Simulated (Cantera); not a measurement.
Mixture: CH₄ : CO : O₂ : N₂ = 1 : 0.09 : 4.65 : 17.5 (molar parts), at 29.0 bar, adiabatic and at constant pressure. Ignition delay is the time to a rise of 400 K.

Detailed kinetics in Cantera: GRI-Mech 3.0 (53 species, 325 reactions). The pressure lies above the range GRI-Mech 3.0 was tuned for (to about 10 atm).

What does this change do: pressure from 29.0 bar to 1.90 bar?


| quantity | before | after |
|---|---|---|
| delay at 1050 K | 12.2 ms | 0.172 s |
| delay at 1125 K | 3.68 ms | 51.9 ms |
| delay at 1200 K | 1.31 ms | 17.4 ms |
| delay at 1275 K | 0.527 ms | 6.36 ms |
| delay at 1350 K | 0.235 ms | 2.55 ms |
| delay at 1425 K | 0.113 ms | 1.12 ms |
| delay at 1500 K | 58.3 µs | 0.536 ms |
| apparent activation energy between 1350 and 1500 K | 160 kJ/mol | 180 kJ/mol |

What does this change do: pressure from 29.0 bar to 5.00 bar?


| quantity | before | after |
|---|---|---|
| delay at 1050 K | 12.2 ms | 64.6 ms |
| delay at 1125 K | 3.68 ms | 20.0 ms |
| delay at 1200 K | 1.31 ms | 7.04 ms |
| delay at 1275 K | 0.527 ms | 2.72 ms |
| delay at 1350 K | 0.235 ms | 1.14 ms |
| delay at 1425 K | 0.113 ms | 0.514 ms |
| delay at 1500 K | 58.3 µs | 0.249 ms |
| apparent activation energy between 1350 and 1500 K | 160 kJ/mol | 170 kJ/mol |
